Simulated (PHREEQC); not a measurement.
# Reverse-osmosis permeate: an equilibrium model

Synthetic water in mg/L, 25 °C, pH 6.8, pe 13: Na 0.795; K 2.45; Ca 0.581; Mg 0.0701; Cl 1.06; S(6) as SO4 2.85; Alkalinity as HCO3 2.54; Pb 0.0323; O(0) (dissolved oxygen) 0.0024; Ba 0.0735; Sr 0.194; Cd 0.344; Br 0.017.

Valence states are taken as typed.

Model: ion-association model, phreeqc.dat, run in PHREEQC.

No solid was allowed to form.

Task: Predict the charge-balance error.

Result: charge-balance error 4.7 %.

Task: In which forms is Ba present?

Result: Ba+2 99 %, BaSO4 1.3 % of the Ba.
